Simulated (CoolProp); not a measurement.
Properties of propylene along the isotherm 200.9 K (Tc = 364.2 K, pc = 4.555 MPa, ω = 0.146).

The numbers come from the reference Helmholtz-energy equation of state, Lemmon 2013 in CoolProp.

```csv
p (MPa),phase,density (kg/m³),cp (kJ/(kg K)),expansivity (1/kK),viscosity (µPa s),Prandtl number
0.0216,gas,0.5501,1.212,5.158,5.68,0.773
0.0349,liquid,639.7,2.116,1.837,263,3.57
0.0564,liquid,639.7,2.116,1.837,263,3.57
0.0911,liquid,639.8,2.115,1.836,263,3.58
0.147,liquid,639.8,2.115,1.835,263,3.58
0.238,liquid,639.9,2.115,1.834,264,3.58
0.384,liquid,640.0,2.114,1.832,264,3.58
0.621,liquid,640.2,2.114,1.828,264,3.58
1,liquid,640.6,2.113,1.822,265,3.59
1.62,liquid,641.1,2.111,1.812,267,3.60
2.62,liquid,641.9,2.108,1.796,269,3.61
4.23,liquid,643.3,2.103,1.772,272,3.64
6.83,liquid,645.4,2.096,1.735,278,3.68
```

Viscosity comes from a separate model (Huber 2003), an estimate that may be off by 10 % or more. Thermal conductivity comes from a separate model (Huber 2003), an estimate that may be off by 10 % or more.
